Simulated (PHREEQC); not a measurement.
Solution (20 °C): 3 mmol/kgw HNO3, 0.14 mmol/kgw CaCl2 and 0.18 mmol/kgw KCl. Closed to the air; pH follows from the charge balance.

Computed with PHREEQC (ion-association model, phreeqc.dat).

This is a speciation only: nothing precipitates in the calculation.

### Question
Estimate the pH, specific conductance.

### Answer
pH 2.55; specific conductance 1130 µS/cm.

Complexes and solids missing from the database can't appear.
